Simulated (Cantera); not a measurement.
## Thermodynamics of boron, boron nitride and boron oxide, feed B + N₂ + O₂

A closed system holds: 1 mol B, 0.38 mol N₂, 1 mol O₂, held at 0.0140 bar.

Equilibrium computed with Cantera from the NASA thermochemical tables; the gas is ideal and each condensed phase is pure. Candidate condensed phases: B, BN, B₂O₃; 17 gas species. Equilibrium is a limit: real reactors are often held back by kinetics, nucleation or transport.

From 1923 K to 2273 K nothing is condensed. The main B-bearing gas is B₂O₃ throughout.

```tsv
T (K)	x B₂O₃	x N₂	x O₂	x BO₂	x O	x NO	x BO	x B₂O₂
1923	0.422	0.331	0.208	0.0329	0.00140	0.00397	6.06e-5	7.27e-7
1973	0.417	0.330	0.205	0.0404	0.00208	0.00455	0.000116	1.32e-6
2023	0.412	0.329	0.202	0.0490	0.00303	0.00517	0.000214	2.33e-6
2073	0.405	0.328	0.198	0.0588	0.00432	0.00582	0.000385	4.00e-6
2123	0.398	0.326	0.193	0.0697	0.00605	0.00650	0.000671	6.67e-6
2173	0.390	0.324	0.188	0.0817	0.00832	0.00720	0.00114	1.09e-5
2223	0.380	0.322	0.182	0.0948	0.0113	0.00790	0.00189	1.73e-5
2273	0.370	0.320	0.175	0.109	0.0150	0.00861	0.00306	2.70e-5
```
x: gas mole fraction; nothing condenses.
